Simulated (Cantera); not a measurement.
Input: 1 mol Si2Cl6, 17 mol N2, 0.36 mol H2, held at 51.0 Pa.

Cantera equilibrium calculation (NASA polynomials, part measured and part estimated; ideal gas, pure solids and liquids). Candidate condensed phases: NH4Cl, Si, Si3N4; 28 gas species. The feed counts by its element totals alone. N2 is the only nitrogen source here; it is nearly inert below about 1500 K, so the nitride shown seldom forms there in practice. Kinetics and transport are ignored.

### Question
Which condensed phases are stable at each of these points (T (K)): 1173, 1223, 1273, 1323, 1373, 1423, 1473?

### Answer
```csv
T (K),condensed phases,Si condensed (%)
1173,Si3N4(s),30.4
1223,Si3N4(s),25.3
1273,Si3N4(s),14.4
1323,gas only,0.0
1373,gas only,0.0
1423,gas only,0.0
1473,gas only,0.0
```

From 1173 K to 1273 K the condensed part is Si3N4(s). From 1323 K to 1473 K nothing is condensed.
